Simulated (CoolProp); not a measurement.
R1336mzz(Z) along the isotherm 69.25 °C: Z from the reference equation and from simpler models built on Tc = 171.3 °C, pc = 2.904 MPa, ω = 0.386; each cubic takes its own stable root.

Model: reference Helmholtz-energy equation of state, McLinden 2020, in CoolProp.

| p (MPa) | phase | reference | van der Waals | Peng-Robinson |
|---|---|---|---|---|
| 0.558 | liquid | 0.02589 | 0.8817 | 0.02695 |
| 1.12 | liquid | ? | 0.09346 | 0.05387 |
| 1.68 | liquid | 0.07752 | 0.1383 | 0.08049 |
| 2.23 | liquid | 0.1026 | 0.1816 | 0.1064 |
| 2.79 | liquid | 0.1281 | ? | 0.1327 |
| 3.35 | liquid | 0.1535 | 0.2674 | 0.1588 |
| 3.91 | liquid | 0.1787 | ? | 0.1847 |
| 4.47 | liquid | 0.2038 | 0.3510 | 0.2104 |
| 5.03 | liquid | ? | 0.3921 | ? |
| 5.58 | liquid | 0.2533 | 0.4320 | ? |
| 6.14 | liquid | 0.2782 | ? | 0.2864 |
| 6.7 | liquid | 0.3029 | 0.5124 | 0.3116 |
| 7.26 | liquid | 0.3275 | ? | 0.3367 |

Question: What belongs in the gaps?

Answer: 
- 1.12, reference: 0.05182
- 2.79, van der Waals: 0.2248
- 3.91, van der Waals: 0.3094
- 5.03, reference: 0.2288
- 5.03, Peng-Robinson: 0.2360
- 5.58, Peng-Robinson: 0.2610
- 6.14, van der Waals: 0.4724
- 7.26, van der Waals: 0.5521

At some of these states van der Waals gives the other phase, because its saturation line lies elsewhere.
